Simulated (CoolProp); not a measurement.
A simple Rankine cycle with cyclohexane: condensing at 297.15 K, boiler at 0.211 MPa, turbine inlet 382.4 K, turbine efficiency 0.9, pump efficiency 0.6, no recuperator. Each further row changes one setting.

The numbers come from the reference Helmholtz-energy equation of state, Zhou 2014 in CoolProp.

```
case                             thermal efficiency (%)  net work (kJ/kg)  heat in (kJ/kg)  turbine exit temperature (K)  volume ratio over the turbine
-------------------------------  ----------------------  ----------------  ---------------  ----------------------------  -----------------------------
as stated                                             …              85.1              512                             …                           15.1
turbine inlet 402.4 K                              16.5                 …              548                         343.5                              …
condensing temperature 289.15 K                    18.1                 …                …                         314.7                           21.6
boiler pressure 0.148 MPa                          14.8              76.0              514                         330.6                           10.7
turbine efficiency 0.8                             14.8              75.6              512                         329.1                              …
```

Question: Some entries are withheld; supply them.

Answer: 
- as stated, thermal efficiency (%): 16.6
- as stated, turbine exit temperature (K): 322.4
- turbine inlet 402.4 K, net work (kJ/kg): 90.6
- turbine inlet 402.4 K, volume ratio over the turbine: 15.2
- condensing temperature 289.15 K, net work (kJ/kg): 95.5
- condensing temperature 289.15 K, heat in (kJ/kg): 527
- turbine efficiency 0.8, volume ratio over the turbine: 15.5
